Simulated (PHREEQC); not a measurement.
A solution holds 0.0002 mol Ca(HCO3)2, 0.0076 mol NaHCO3 and 0.21 mol NaCl per kg of water, at 25 °C and 500 atm. Closed to the air; pH follows from the charge balance.

The numbers come from PHREEQC with the ion-association model, phreeqc.dat.

Task: The ionic strength comes out as 0.217 mol/kgw. What activity coefficients do CaHCO3+, NaCO3-, Ca+2, HCO3-, Cl- get?

Result: CaHCO3+ 0.76, NaCO3- 0.75, Ca+2 0.32, HCO3- 0.75, Cl- 0.71.

No solid was allowed to form. Species that the database lacks are ignored. Under pressure, the constants of complexes without a molar volume in the database are unreliable.
